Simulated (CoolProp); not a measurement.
Dimethyl carbonate along the isobar 660 kPa: Z from the reference equation and from simpler models built on Tc = 283.9 °C, pc = 4909 kPa, ω = 0.346; each cubic takes its own stable root.

Computed with CoolProp (reference Helmholtz-energy equation of state, Zhou 2011).

```json
[
 {"T (°C)": "49.05", "phase": "liquid", "reference": "0.02151"},
 {"T (°C)": "57.35", "phase": "liquid", "reference": "0.02120"},
 {"T (°C)": "65.65", "phase": "liquid", "reference": "0.02091"},
 {"T (°C)": "74.05", "phase": "liquid", "reference": "0.02065"},
 {"T (°C)": "82.35", "phase": "liquid", "reference": "0.02040"},
 {"T (°C)": "90.65", "phase": "liquid", "reference": "0.02018"},
 {"T (°C)": "98.95", "phase": "liquid", "reference": "0.01997"},
 {"T (°C)": "107.25", "phase": "liquid", "reference": "0.01979"},
 {"T (°C)": "115.65", "phase": "liquid", "reference": "0.01962"},
 {"T (°C)": "123.95", "phase": "liquid", "reference": "0.01947"},
 {"T (°C)": "132.25", "phase": "liquid", "reference": "0.01934"}
]
```

How far does each simpler model (van der Waals, Redlich-Kwong, Soave-Redlich-Kwong) lie from the reference over these 11 states: mean and median of the absolute difference, and the worst?


- van der Waals: mean 2451.9 %, median 4255.3 %, worst +4596.0 % at 132.25 °C and 660 kPa
- Redlich-Kwong: mean 17.7 %, median 17.5 %, worst +19.0 % at 132.25 °C and 660 kPa
- Soave-Redlich-Kwong: mean 12.0 %, median 12.0 %, worst +12.4 % at 49.05 °C and 660 kPa

At some of these states van der Waals gives the other phase, because its saturation line lies elsewhere.
